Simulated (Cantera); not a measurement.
toluene + O2 + N2 (carbon deposition, reforming and gasification)

Charge: 1 mol toluene, 0.054 mol O2, 23 mol N2, equilibrated at 825 Torr.

Equilibrium computed with Cantera from the NASA thermochemical tables; the gas is ideal and each condensed phase is pure. Candidate condensed phases: C, C6H6, C7H8, C8H18, H2O; 136 gas species. Equilibrium is a limit: real reactors are often held back by kinetics, nucleation or transport.

From 698 K to 1898 K the condensed part is C(graphite). The main C-bearing gas is CH4 at 698 K and CO at 1898 K. The share of C in condensed phases is highest at 1298 K (98.4 %) and lowest at 698 K (84.3 %).

```tsv
T (K)	x N2	x H2	x CH4	x CO	x H2O	x HCN	x H	n C(graphite)
698	0.888	0.0658	0.0422	0.000118	0.00392	1.19e-9	<1e-12	5.90
898	0.855	0.135	0.00640	0.00284	0.00107	2.85e-7	3.83e-11	6.75
1098	0.849	0.146	0.000856	0.00393	5.79e-5	7.62e-6	9.01e-9	6.87
1298	0.849	0.147	0.000190	0.00398	5.99e-6	7.18e-5	3.92e-7	6.89
1498	0.848	0.147	6.19e-5	0.00398	1.12e-6	0.000368	6.29e-6	6.88
1698	0.848	0.147	2.62e-5	0.00398	3.14e-7	0.00128	5.28e-5	6.86
1898	0.847	0.146	1.32e-5	0.00398	1.15e-7	0.00339	0.000284	6.79
```
x: gas mole fraction; n: condensed amount in mol.
